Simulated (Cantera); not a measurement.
# Equilibrium for boron, boron nitride and boron oxide: B₂O₃ + O₂ + H₂

Input: 1 mol B₂O₃, 0.2 mol O₂, 13 mol H₂, held at 10.0 mbar.

Cantera equilibrium calculation (NASA polynomials, part measured and part estimated; ideal gas, pure solids and liquids). Candidate condensed phases: B, B₂O₃, B₃O₃H₃, H₂O; 23 gas species. Gases not in the tables: H₃BO₃. Kinetics and transport are ignored.

From 525 °C to 1325 °C the condensed part is B₂O₃(l). From 1425 °C to 1825 °C nothing is condensed.

```tsv
T (°C)	log p H₂	log p HBO₂	log p B₂O₃	log p H₂O	log p H	log p HBO	n B₂O₃(l)
525	-2.01	-8.67	<-14	-3.51	-12.58	<-14	0.999
625	-2.01	-7.38	-13.85	-3.51	-10.97	-11.87	0.999
725	-2.01	-6.36	-11.52	-3.51	-9.67	-10.17	0.999
825	-2.01	-5.53	-9.63	-3.51	-8.61	-8.78	0.998
925	-2.01	-4.85	-8.06	-3.52	-7.73	-7.63	0.991
1025	-2.01	-4.30	-6.75	-3.55	-6.98	-6.66	0.967
1125	-2.02	-3.85	-5.64	-3.63	-6.33	-5.80	0.904
1225	-2.02	-3.52	-4.68	-3.80	-5.78	-5.01	0.768
1325	-2.03	-3.31	-3.85	-4.10	-5.29	-4.26	0.437
1425	-2.05	-3.22	-3.47	-4.19	-4.87	-3.87	0
1525	-2.06	-3.22	-3.50	-4.08	-4.48	-3.79	0
1625	-2.06	-3.23	-3.53	-3.98	-4.14	-3.73	0
1725	-2.07	-3.23	-3.57	-3.88	-3.83	-3.68	0
1825	-2.08	-3.24	-3.62	-3.78	-3.55	-3.65	0
```
log p: log10 of the partial pressure in bar; n: condensed amount in mol.
